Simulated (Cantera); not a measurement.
**Abatement and gas-phase synthesis: H₂S + H₂ + N₂**

Input: 1 mol H₂S, a varied amount of H₂, 14 mol N₂, at 748.15 K and 9750 Torr.

Method: chemical equilibrium by Gibbs-energy minimisation in Cantera with the NASA 1993 tables (ideal gas, pure condensed phases). Candidate condensed phases: S; 15 gas species. Equilibrium is a limit: real reactors are often held back by kinetics, nucleation or transport.

```json
[
 {"n(H₂) (mol)": "0.2", "x N₂": "0.921", "x H₂": "0.0130", "x H₂S": "0.0658", "x NH₃": "9.66e-5", "x S₂": "7.69e-8", "x SH": "1.26e-9"},
 {"n(H₂) (mol)": "0.29", "x N₂": "0.916", "x H₂": "0.0187", "x H₂S": "0.0654", "x NH₃": "0.000166", "x S₂": "3.67e-8", "x SH": "1.04e-9"},
 {"n(H₂) (mol)": "0.39", "x N₂": "0.910", "x H₂": "0.0250", "x H₂S": "0.0650", "x NH₃": "0.000255", "x S₂": "2.04e-8", "x SH": "8.97e-10"},
 {"n(H₂) (mol)": "0.49", "x N₂": "0.904", "x H₂": "0.0311", "x H₂S": "0.0646", "x NH₃": "0.000354", "x S₂": "1.30e-8", "x SH": "7.98e-10"},
 {"n(H₂) (mol)": "0.59", "x N₂": "0.898", "x H₂": "0.0372", "x H₂S": "0.0642", "x NH₃": "0.000461", "x S₂": "8.97e-9", "x SH": "7.26e-10"},
 {"n(H₂) (mol)": "0.68", "x N₂": "0.893", "x H₂": "0.0425", "x H₂S": "0.0638", "x NH₃": "0.000563", "x S₂": "6.77e-9", "x SH": "6.75e-10"},
 {"n(H₂) (mol)": "0.78", "x N₂": "0.887", "x H₂": "0.0484", "x H₂S": "0.0634", "x NH₃": "0.000681", "x S₂": "5.16e-9", "x SH": "6.28e-10"},
 {"n(H₂) (mol)": "0.88", "x N₂": "0.882", "x H₂": "0.0543", "x H₂S": "0.0630", "x NH₃": "0.000805", "x S₂": "4.06e-9", "x SH": "5.90e-10"},
 {"n(H₂) (mol)": "0.98", "x N₂": "0.876", "x H₂": "0.0600", "x H₂S": "0.0626", "x NH₃": "0.000933", "x S₂": "3.28e-9", "x SH": "5.58e-10"},
 {"n(H₂) (mol)": "1.1", "x N₂": "0.870", "x H₂": "0.0668", "x H₂S": "0.0622", "x NH₃": "0.00109", "x S₂": "2.61e-9", "x SH": "5.25e-10"},
 {"n(H₂) (mol)": "1.2", "x N₂": "0.865", "x H₂": "0.0723", "x H₂S": "0.0618", "x NH₃": "0.00123", "x S₂": "2.20e-9", "x SH": "5.01e-10"},
 {"n(H₂) (mol)": "1.3", "x N₂": "0.859", "x H₂": "0.0778", "x H₂S": "0.0614", "x NH₃": "0.00136", "x S₂": "1.88e-9", "x SH": "4.80e-10"}
]
```
x: gas mole fraction; nothing condenses.

From 0.2 mol H₂ to 1.3 mol H₂ nothing is condensed.
